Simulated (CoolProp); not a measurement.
Model: reference Helmholtz-energy equation of state, Thol 2019, in CoolProp.

**Question.** For n-hexane, give the phase and the density (kg/m³), speed of sound (m/s), Prandtl number at 73.65 °C and 4.08 MPa; 38.85 °C and 6.83 MPa; -25.55 °C and 0.275 MPa.

**Answer.** 
- 73.65 °C and 4.08 MPa: liquid; density 615, speed of sound 905, Prandtl number 4.61
- 38.85 °C and 6.83 MPa: liquid; density 650, speed of sound 1070, Prandtl number 5.45
- -25.55 °C and 0.275 MPa: liquid; density 699, speed of sound 1310, Prandtl number 8.05

Viscosity comes from a separate model (Michailidou 2013). Thermal conductivity comes from a separate model (Assael 2013).
